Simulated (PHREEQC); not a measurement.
A solution holds 0.0013 mol/kgw CdCl2, 0.0086 mol/kgw H3BO3 and 0.15 mol/kgw FeSO4, at 25 °C. Closed to the air; pH follows from the charge balance.

Computed with PHREEQC (ion-association model, wateq4f.dat).

Each row changes one thing in this solution. No solid was allowed to form.

| case | pH | ionic strength (mol/kgw) | SO4-2 (mol/kgw) | Cl- (mol/kgw) | CdSO4 (mol/kgw) | Cd(SO4)2-2 (mol/kgw) | SI of CdOHCl (CdOHCl) |
|---|---|---|---|---|---|---|---|
| as made | 5.70 | 0.316 | 0.0775 | 0.00250 | 0.000519 | 0.000406 | -4.59 |
| 0.1 mol/kgw KCl added | 5.68 | 0.429 | 0.0780 | 0.0990 | 0.000272 | 0.000197 | -3.25 |
| temperature from 25 to 90 °C | 5.26 | 0.230 | 0.0564 | 0.00252 | 0.000571 | 0.000250 | -4.01 |
| temperature from 25 to 5 °C | 5.84 | 0.358 | 0.0881 | 0.00250 | 0.000482 | 0.000473 | -4.86 |
| FeSO4 replaced by Na2SO4 at the same molality | 5.88 | 0.380 | 0.114 | 0.00258 | 0.000493 | 0.000539 | (withheld) |
| temperature from 25 to 65 °C | 5.41 | 0.255 | 0.0624 | 0.00251 | 0.000563 | 0.000299 | (withheld) |

Task: What belongs in the gaps?

Result: 
- FeSO4 replaced by Na2SO4 at the same molality, SI of CdOHCl (CdOHCl): -4.56
- temperature from 25 to 65 °C, SI of CdOHCl (CdOHCl): -4.20

Away from 25 °C the constants follow the database's enthalpies or fits; those with neither stay at their 25 °C values.
